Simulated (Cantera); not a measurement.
An adiabatic, constant-volume homogeneous reactor starts with CH4 : O2 : N2 = 1 : 3.45 : 13 (molar parts), at 1675 K and 2.60 bar. Integrator tolerance rtol = 1e-08.

Computed with Cantera and GRI-Mech 3.0 (53 species, 325 reactions).

### Question
What does this change do: initial temperature 1675 to 1073 K?

### Answer
```
quantity                                                            before                                    after
---------------------------------  ---------------------------------------  ---------------------------------------
time of steepest temperature rise                                 0.102 ms                                  89.0 ms
temperature at 1.00 s                                               2792 K                                   2476 K
equilibrium temperature                                             2792 K                                   2476 K
x(CH4) at 1.00 s                     <1e-12 (gas-phase equilibrium <1e-12)    <1e-12 (gas-phase equilibrium <1e-12)
x(O2) at 1.00 s                      0.0720 (gas-phase equilibrium 0.0720)    0.0756 (gas-phase equilibrium 0.0756)
x(CO2) at 1.00 s                     0.0446 (gas-phase equilibrium 0.0446)    0.0544 (gas-phase equilibrium 0.0544)
x(NO2) at 1.00 s                   1.70e-5 (gas-phase equilibrium 1.70e-5)  1.72e-5 (gas-phase equilibrium 1.72e-5)
x(OH) at 1.00 s                      0.0172 (gas-phase equilibrium 0.0172)  0.00696 (gas-phase equilibrium 0.00696)
```
